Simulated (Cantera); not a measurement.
Input: 1 mol TiCl4, a varied amount of O2, 11 mol H2, equilibrated at 1550 K and 10.0 mbar.

Method: chemical equilibrium by Gibbs-energy minimisation in Cantera with the NASA 1993 tables (ideal gas, pure condensed phases). Candidate condensed phases: H2O, Ti, TiCl2, TiCl3, TiCl4, TiO, TiO2, Ti2O3, Ti3O5, Ti4O7; 23 gas species. Rates play no part.

### Question
At 4.7 mol O2, list the 6 most abundant gas species with their mole fractions, and the condensed phases.

### Answer
H2O 0.569, HCl 0.307, H2 0.123, Cl 0.000220, H 0.000111, OH 1.72e-5. Condensed: TiO2(rutile).
